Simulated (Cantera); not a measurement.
An adiabatic, constant-pressure homogeneous reactor starts with H₂ : O₂ : N₂ : H₂O = 1 : 0.455 : 1.71 : 0.3 (molar parts), equivalence ratio 1.1, at 1300 K and 770000 Pa.

Detailed kinetics in Cantera: the H2/O2 subset of GRI-Mech 3.0, which has no nitrogen chemistry. The hydrogen kinetics of GRI-Mech 3.0 are dated; newer H2 mechanisms differ, most at raised pressure.

Problem. Predict: time of steepest temperature rise; temperature at 0.100 s; equilibrium temperature; x(H₂) at 0.100 s; x(O₂) at 0.100 s; x(H₂O) at 0.100 s; x(H) at 0.100 s; x(HO₂) at 0.100 s; x(O) at 0.100 s.

Solution. 
* **time of steepest temperature rise**: 15.0 µs
* **temperature at 0.100 s**: 2842 K
* **equilibrium temperature**: 2842 K
* **x(H₂) at 0.100 s**: 0.0464 (gas-phase equilibrium 0.0464)
* **x(O₂) at 0.100 s**: 0.00531 (gas-phase equilibrium 0.00531)
* **x(H₂O) at 0.100 s**: 0.365 (gas-phase equilibrium 0.365)
* **x(H) at 0.100 s**: 0.00740 (gas-phase equilibrium 0.00740)
* **x(HO₂) at 0.100 s**: 6.31e-6 (gas-phase equilibrium 6.31e-6)
* **x(O) at 0.100 s**: 0.00169 (gas-phase equilibrium 0.00169)
